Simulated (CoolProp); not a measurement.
Aqueous potassium carbonate as a coolant, at 25 °C, 1 atm.

Model: Melinder's fits for secondary coolants, in CoolProp.

| mass % | freezing point (°C) | Prandtl number | cp (kJ/(kg K)) | conductivity (W/(m K)) | viscosity (mPa s) |
|---|---|---|---|---|---|
| 4.2 | -1.4 | 6.40 | 3.949 | 0.603 | 0.977 |
| 8.3 | -2.9 | 6.84 | 3.771 | 0.599 | 1.09 |
| 12.4 | -4.7 | 7.40 | 3.610 | 0.594 | 1.22 |
| 16.5 | -6.7 | 8.07 | 3.451 | 0.590 | 1.38 |
| 20.5 | -9.1 | 8.85 | 3.297 | 0.587 | 1.58 |
| 24.6 | -12.4 | 9.87 | 3.145 | 0.583 | 1.83 |
| 28.7 | -16.9 | 11.2 | 3.007 | 0.579 | 2.16 |
